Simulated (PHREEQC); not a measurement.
Consider water at 20 °C with 0.14 mol HF and 0.003 mol NH4F per kg of water. Closed to the air; pH follows from the charge balance.

Computed with PHREEQC (ion-association model, phreeqc.dat).

| quantity | before | after |
|---|---|---|
| pH | 1.99 | 1.97 |
| ionic strength (mol/kgw) | 0.0145 | 0.0615 |
| HF (mol/kgw) | 0.124 | 0.123 |
| F- (mol/kgw) | 0.00993 | 0.0107 |
| HF2- (mol/kgw) | 0.00453 | 0.00483 |
| NH3 (mol/kgw) | 1.01e-10 | 8.73e-11 |

### Question
Which change was made?
(A) temperature from 20 to 25 °C
(B) HF from 0.14 to 0.21 mol/kgw
(C) 0.046 mol/kgw KCl added
(D) 0.0073 mol/kgw KHCO3 added
(E) HF from 0.14 to 0.014 mol/kgw

### Answer
C, 0.046 mol/kgw KCl added

This is a speciation only: nothing precipitates in the calculation.
